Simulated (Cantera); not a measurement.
**Equilibrium for aluminium and copper etching: Cu + HF + N2 + F2**

Charge: 1 mol Cu, 1.4 mol HF, 14 mol N2, a varied amount of F2, equilibrated at 952 °C and 0.0255 Torr.

Equilibrium computed with Cantera from the NASA thermochemical tables; the gas is ideal and each condensed phase is pure. Candidate condensed phases: Cu, CuF2; 25 gas species. Kinetics and transport are ignored.

```json
[
 {"n(F2) (mol)": "0.66", "x N2": "0.854", "x F": "0.000174", "x HF": "0.0854", "x CuF2": "0.0193", "x CuF": "0.0416", "x F2": "2.79e-12", "x Cu": "8.64e-7"},
 {"n(F2) (mol)": "0.78", "x N2": "0.853", "x F": "0.000463", "x HF": "0.0853", "x CuF2": "0.0337", "x CuF": "0.0273", "x F2": "1.97e-11", "x Cu": "2.13e-7"},
 {"n(F2) (mol)": "0.94", "x N2": "0.852", "x F": "0.00206", "x HF": "0.0852", "x CuF2": "0.0515", "x CuF": "0.00937", "x F2": "3.90e-10", "x Cu": "1.64e-8"},
 {"n(F2) (mol)": "1.1", "x N2": "0.842", "x F": "0.0136", "x HF": "0.0842", "x CuF2": "0.0585", "x CuF": "0.00161", "x F2": "1.70e-8", "x Cu": "4.28e-10"},
 {"n(F2) (mol)": "1.3", "x N2": "0.823", "x F": "0.0359", "x HF": "0.0823", "x CuF2": "0.0582", "x CuF": "0.000609", "x F2": "1.18e-7", "x Cu": "6.14e-11"},
 {"n(F2) (mol)": "1.6", "x N2": "0.795", "x F": "0.0685", "x HF": "0.0795", "x CuF2": "0.0565", "x CuF": "0.000310", "x F2": "4.29e-7", "x Cu": "1.64e-11"},
 {"n(F2) (mol)": "1.9", "x N2": "0.769", "x F": "0.0991", "x HF": "0.0769", "x CuF2": "0.0547", "x CuF": "0.000207", "x F2": "8.99e-7", "x Cu": "7.58e-12"},
 {"n(F2) (mol)": "2.3", "x N2": "0.737", "x F": "0.137", "x HF": "0.0737", "x CuF2": "0.0525", "x CuF": "0.000144", "x F2": "1.72e-6", "x Cu": "3.80e-12"},
 {"n(F2) (mol)": "2.7", "x N2": "0.707", "x F": "0.172", "x HF": "0.0707", "x CuF2": "0.0504", "x CuF": "0.000110", "x F2": "2.70e-6", "x Cu": "2.32e-12"}
]
```
x: gas mole fraction; nothing condenses.

From 0.66 mol F2 to 2.7 mol F2 nothing is condensed. The main Cu-bearing gas is CuF at 0.66 mol F2 and CuF2 at 2.7 mol F2.
